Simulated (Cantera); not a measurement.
Charge: 1 mol B2O3, 0.79 mol NH3, 1.4 mol H2, at 1973.15 K and 83.0 Pa.

Cantera equilibrium calculation (NASA polynomials, part measured and part estimated; ideal gas, pure solids and liquids). Candidate condensed phases: B, BN, B2O3, B3O3H3, H2O; 39 gas species. Kinetics and transport are ignored.

Base state: H2 0.535, B2O3 0.144, N2 0.0955, HBO2 0.0910, HBO 0.0429, BO 0.0409, H 0.0343, B2O2 0.00974 (mole fractions); condensed: gas only.

**Question.** What changes in the equilibrium state with this change: temperature from 1973.15 K to 1425 K?

**Answer.** 
| species | before | after |
|---|---|---|
| H2 | 0.535 | 0.849 |
| N2 | 0.0955 | 0.131 |
| HBO2 | 0.0910 | 0.00753 |
| B2O3 | 0.144 | 0.00517 |
| BO | 0.0409 | 4.93e-5 |
| H | 0.0343 | 0.000218 |
| HBO | 0.0429 | 0.00656 |
| OH | 3.50e-5 | 1.83e-9 |
| BO2 | 0.000669 | 5.26e-8 |
| BN(s), mol | 0 | 0.000640 |
| B2O3(l), mol | 0 | 0.961 |
Mutual solubility and eutectic melting of coexisting phases are not modelled.
